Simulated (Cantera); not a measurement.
Predominance diagram of Cr at 1352 °C against the partial pressures of O2 and N2 (log10, bar). Source: NASA polynomial tables (part measured, part estimated), evaluated in Cantera. Candidates: Cr(s), CrN(s), Cr2N(s), Cr2O3(s). Only these pure phases compete in this equilibrium. 

Which phase is stable at these pairs, and which metal-bearing vapour leads over it? (-7.5, -2.5); (-15, 0.3); (-9, -5.2); (-6, 1); (-7.5, -5.2); (-13.5, -3.2); (-3, -1.1)


| log p(O2) | log p(N2) | phase | chief vapour | log p (bar) |
|---|---|---|---|---|
| -7.5 | -2.5 | Cr2O3(s) | CrO2 | -9.2 |
| -15 | 0.3 | Cr2N(s) | Cr | -5.5 |
| -9 | -5.2 | Cr2O3(s) | CrO2 | -9.6 |
| -6 | 1 | Cr2O3(s) | CrO2 | -8.8 |
| -7.5 | -5.2 | Cr2O3(s) | CrO2 | -9.2 |
| -13.5 | -3.2 | Cr2O3(s) | Cr | -6.5 |
| -3 | -1.1 | Cr2O3(s) | CrO3 | -8.0 |
